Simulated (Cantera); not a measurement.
A Cantera script and its output.

```python
import numpy as np
import cantera as ct

gas = ct.Solution("SiF4_NH3_mec.yaml", "gas")
gas.TPX = 1500, 2666, {'NH3': 1, 'H2': 8.1}
reactor = ct.IdealGasConstPressureReactor(gas, energy="off", clone=False)
net = ct.ReactorNet([reactor])
net.rtol, net.atol = 1e-08, 1e-18
show = ['NH3', 'H2', 'NH', 'NH2', 'N2']
times = np.geomspace(0.0002, 100, 9)

steps = ct.SolutionArray(gas, extra=["t"])
rows = []
print(f"{'t/s':>10s}{'T/K':>9s}{'P/Pa':>11s}" + "".join(f"{s:>11s}" for s in show))
for t in times:
    while net.time < t:
        t_next = net.step()
        steps.append(gas.state, t=t_next)
    rows.append([np.interp(t, steps.t, y) for y in (steps.T, steps.P, *steps(*show).X.T)])
    print(f"{t:10.3e}{rows[-1][0]:9.1f}{rows[-1][1]:11.4g}" + "".join(f"{x:11.3e}" for x in rows[-1][2:]))
rate = np.gradient(steps.T, steps.t)
print("integrator steps:", len(steps.t))
if steps.T.max() > steps.T[0] + 200:
    print(f"time of steepest temperature rise: {steps.t[rate.argmax()]:.4e} s")
gas.TPX = 1500, 2666, {'NH3': 1, 'H2': 8.1}
gas.equilibrate("TP")
print(f"equilibrium (TP): T = {gas.T:.1f} K  " + "  ".join(f"{s} {gas[s].X[0]:.3e}" for s in show))
```

Result:

```
       t/s      T/K       P/Pa        NH3         H2         NH        NH2         N2
 2.000e-04   1500.0       2666  1.099e-01  8.901e-01  1.093e-15  1.951e-09  4.859e-19
 1.031e-03   1500.0       2666  1.099e-01  8.901e-01  3.400e-14  9.523e-09  5.630e-16
 5.318e-03   1500.0       2666  1.099e-01  8.901e-01  9.280e-13  4.857e-08  2.702e-13
 2.742e-02   1500.0       2666  1.099e-01  8.901e-01  2.484e-11  2.499e-07  5.732e-11
 1.414e-01   1500.0       2666  1.099e-01  8.901e-01  6.598e-10  1.287e-06  8.861e-09
 7.293e-01   1500.0       2666  1.099e-01  8.901e-01  1.648e-08  6.439e-06  1.367e-06
 3.761e+00   1500.0       2666  1.097e-01  8.902e-01  8.557e-08  1.467e-05  8.758e-05
 1.939e+01   1500.0       2666  1.083e-01  8.909e-01  8.593e-08  1.461e-05  6.871e-04
 1.000e+02   1500.0       2666  1.018e-01  8.945e-01  8.337e-08  1.396e-05  3.614e-03
integrator steps: 494
equilibrium (TP): T = 1500.0 K  NH3 3.355e-07  H2 9.504e-01  NH 8.862e-13  NH2 8.242e-11  N2 4.950e-02
```

Computed with Cantera and the gas-phase N/H chemistry of the illustrative SiF4/NH3 mechanism in the Surface Chemkin manual (1991). Walls and surfaces, which speed up NH3 decomposition in real reactors, are not modelled.
